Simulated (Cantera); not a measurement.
Charge: 1 mol Cu, 0.57 mol CO, 20 mol CO2, held at 1.33 mbar.

Method: chemical equilibrium by Gibbs-energy minimisation in Cantera with the NASA 1993 tables (ideal gas, pure condensed phases). Candidate condensed phases: C, Cu, CuO, Cu2O; 15 gas species. Equilibrium is a limit: real reactors are often held back by kinetics, nucleation or transport.

**Question.** Which condensed phases are stable at each of these points (T (K)): 1223, 1248, 1273, 1298, 1323, 1348, 1373, 1398, 1423?

**Answer.** 
| T (K) | condensed phases | Cu condensed (%) |
|---|---|---|
| 1223 | Cu(s) | 100.0 |
| 1248 | Cu(s) | 99.9 |
| 1273 | Cu(s) | 99.9 |
| 1298 | Cu(s) | 99.8 |
| 1323 | Cu(s) | 99.6 |
| 1348 | Cu(s) | 99.3 |
| 1373 | Cu(l) | 98.8 |
| 1398 | Cu(l) | 98.0 |
| 1423 | Cu(l) | 96.8 |

From 1223 K to 1348 K the condensed part is Cu(s). From 1373 K to 1423 K the condensed part is Cu(l).
